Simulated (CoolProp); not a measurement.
Model: reference Helmholtz-energy equation of state, Lemmon 2006, in CoolProp. It is a short technical equation, of lower accuracy than the large ones.

Task: For C3F8 (R218), give the phase and the cv (kJ/(kg K)), Joule-Thomson coefficient (K/MPa), expansivity (1/kK), viscosity (µPa s) at 301 K and 4.39 MPa.

Result: 
- 301 K and 4.39 MPa: liquid; cv 0.794, Joule-Thomson coefficient 0.0767, expansivity 3.71, viscosity 186

Viscosity comes from a separate model (Huber 2003), an estimate that may be off by 10 % or more.
